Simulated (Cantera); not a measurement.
# PbO + C + H₂ (carbothermic reduction)

Charge: 1 mol PbO, 0.58 mol C, 14 mol H₂, equilibrated at 0.100 bar.

Method: chemical equilibrium by Gibbs-energy minimisation in Cantera with the NASA 1993 tables (ideal gas, pure condensed phases). Candidate condensed phases: C, C₆H₆, C₇H₈, C₈H₁₈, H₂O, Pb, PbO, PbO₂, Pb₃O₄; 113 gas species. Kinetics and transport are ignored.

From 975 K to 1325 K the condensed part is Pb(l). From 1375 K to 1525 K nothing is condensed. The main Pb-bearing gas is Pb throughout.

```tsv
T (K)	x H₂	x Pb	x CO	x H₂O	x CO₂	x CH₄	n Pb(l)
975	0.932	9.17e-5	0.0372	0.0279	0.00178	0.000817	0.999
1025	0.932	0.000278	0.0381	0.0276	0.00146	0.000218	0.996
1075	0.932	0.000759	0.0385	0.0276	0.00123	6.42e-5	0.989
1125	0.931	0.00189	0.0386	0.0277	0.00105	2.08e-5	0.972
1175	0.928	0.00435	0.0387	0.0278	0.000905	7.39e-6	0.936
1225	0.923	0.00935	0.0386	0.0278	0.000790	2.83e-6	0.862
1275	0.915	0.0189	0.0383	0.0276	0.000695	1.15e-6	0.720
1325	0.898	0.0360	0.0377	0.0272	0.000612	4.87e-7	0.455
1375	0.872	0.0642	0.0367	0.0264	0.000538	2.11e-7	0
1425	0.872	0.0642	0.0367	0.0265	0.000490	1.05e-7	0
1475	0.872	0.0642	0.0368	0.0265	0.000450	5.52e-8	0
1525	0.872	0.0642	0.0368	0.0265	0.000416	3.02e-8	0
```
x: gas mole fraction; n: condensed amount in mol.
